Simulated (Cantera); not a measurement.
Roasting and sulfation: FeS + H2S + O2

Charge: 1 mol FeS, 0.3 mol H2S, 2.1 mol O2, at 3300 Pa.

Method: chemical equilibrium by Gibbs-energy minimisation in Cantera with the NASA 1993 tables (ideal gas, pure condensed phases). Candidate condensed phases: Fe, FeO, Fe(OH)2, Fe(OH)3, FeS, FeSO4, FeS2, Fe2O3, Fe2(SO4)3, Fe3O4, H2O, H2SO4, S; 22 gas species. Mutual solubility and eutectic melting of coexisting phases are not modelled. The tables' stoichiometric FeO is somewhat more stable than real wüstite, so its field is too wide. FeO: taken at fixed stoichiometry. Gases not in the tables: S3 to S7. Kinetics and transport are ignored.

At 750 K the condensed part is FeS2(s) + Fe3O4(s). From 850 K to 1350 K the condensed part is Fe3O4(s). From 1450 K to 1550 K the condensed part is FeO(s) + Fe3O4(s).

```json
[
 {"T (K)": "750", "x SO2": "0.809", "x H2O": "0.188", "x S2": "0.00204", "x H2": "2.22e-5", "x SO": "2.25e-7", "n FeS2(s)": "0.00279", "n Fe3O4(s)": "0.332", "n FeO(s)": "0"},
 {"T (K)": "850", "x SO2": "0.807", "x H2O": "0.187", "x S2": "0.00418", "x H2": "9.14e-5", "x SO": "2.67e-6", "n FeS2(s)": "0", "n Fe3O4(s)": "0.333", "n FeO(s)": "0"},
 {"T (K)": "950", "x SO2": "0.807", "x H2O": "0.188", "x S2": "0.00435", "x H2": "0.000248", "x SO": "1.65e-5", "n FeS2(s)": "0", "n Fe3O4(s)": "0.333", "n FeO(s)": "0"},
 {"T (K)": "1050", "x SO2": "0.807", "x H2O": "0.187", "x S2": "0.00439", "x H2": "0.000556", "x SO": "7.18e-5", "n FeS2(s)": "0", "n Fe3O4(s)": "0.333", "n FeO(s)": "0"},
 {"T (K)": "1150", "x SO2": "0.807", "x H2O": "0.187", "x S2": "0.00432", "x H2": "0.00108", "x SO": "0.000240", "n FeS2(s)": "0", "n Fe3O4(s)": "0.333", "n FeO(s)": "0"},
 {"T (K)": "1250", "x SO2": "0.807", "x H2O": "0.186", "x S2": "0.00409", "x H2": "0.00188", "x SO": "0.000654", "n FeS2(s)": "0", "n Fe3O4(s)": "0.333", "n FeO(s)": "0"},
 {"T (K)": "1350", "x SO2": "0.806", "x H2O": "0.185", "x S2": "0.00367", "x H2": "0.00297", "x SO": "0.00151", "n FeS2(s)": "0", "n Fe3O4(s)": "0.333", "n FeO(s)": "0"},
 {"T (K)": "1450", "x SO2": "0.807", "x H2O": "0.184", "x S2": "0.00217", "x H2": "0.00396", "x SO": "0.00280", "n FeS2(s)": "0", "n Fe3O4(s)": "0.326", "n FeO(s)": "0.0206"},
 {"T (K)": "1550", "x SO2": "0.809", "x H2O": "0.184", "x S2": "0.000231", "x H2": "0.00328", "x SO": "0.00306", "n FeS2(s)": "0", "n Fe3O4(s)": "0.312", "n FeO(s)": "0.0640"}
]
```
x: gas mole fraction; n: condensed amount in mol.
